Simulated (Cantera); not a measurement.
# Adiabatic ignition

An adiabatic, constant-volume homogeneous reactor starts with CH4 : C2H6 : C3H8 : O2 : N2 = 1 : 0.049 : 0.17 : 1.51 : 16.6 (molar parts), equivalence ratio 2.0, at 1573 K and 780000 Pa.

Detailed kinetics in Cantera: GRI-Mech 3.0 (53 species, 325 reactions). GRI-Mech 3.0 was tuned for natural gas; its chemistry of propane as a main component is partial and can be far from experiment.

```csv
t (s),T (K),P (bar),x CH4,x C2H6,x C3H8,x NO,x N2O
7.00e-6,1569,7.80,0.0508,0.00281,0.00721,1.84e-11,2.12e-9
2.79e-5,1592,7.97,0.0466,0.00350,0.00290,2.55e-10,1.48e-8
0.000111,2323,12.4,0.00112,3.97e-7,8.05e-11,1.86e-5,6.72e-9
0.000442,2317,12.5,0.000282,2.04e-8,<1e-12,7.41e-5,2.04e-8
0.00176,2315,12.5,9.00e-8,<1e-12,<1e-12,0.000105,2.19e-8
0.00700,2316,12.5,6.10e-10,<1e-12,<1e-12,3.65e-5,5.15e-9
0.0279,2316,12.5,5.81e-10,<1e-12,<1e-12,1.81e-5,3.47e-9
0.111,2316,12.5,5.80e-10,<1e-12,<1e-12,1.75e-5,3.43e-9
0.442,2316,12.5,5.80e-10,<1e-12,<1e-12,1.75e-5,3.43e-9
1.76,2316,12.5,5.80e-10,<1e-12,<1e-12,1.75e-5,3.43e-9
7.00,2316,12.5,5.80e-10,<1e-12,<1e-12,1.75e-5,3.43e-9
```
x: mole fraction; the columns are a selection and need not sum to one.

```yaml
time_of_steepest_temperature_rise: 62.1 µs
temperature at 7.00 s: 2316 K
equilibrium_temperature: 2316 K
x(CH4) at 7.00 s: 5.80e-10 (gas-phase equilibrium 6.51e-10)
x(C2H6) at 7.00 s: <1e-12 (gas-phase equilibrium <1e-12)
x(C3H8) at 7.00 s: <1e-12 (gas-phase equilibrium <1e-12)
```
